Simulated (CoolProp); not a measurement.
Computed with CoolProp (reference Helmholtz-energy equation of state, Lemmon 2009).

Give the vapour pressure (kPa), liquid density (kg/m³), enthalpy of vaporisation (kJ/kg), liquid viscosity (µPa s) of saturated propane at 302.2, 313.7, 325.2 K.


```csv
T (K),p (kPa),liquid density (kg/m³),enthalpy of vaporisation (kJ/kg),liquid viscosity (µPa s)
302.2,1050,486,328,93.1
313.7,1390,466,306,82.3
325.2,1790,445,280,72.3
```

Viscosity comes from a separate model (Vogel 1998).
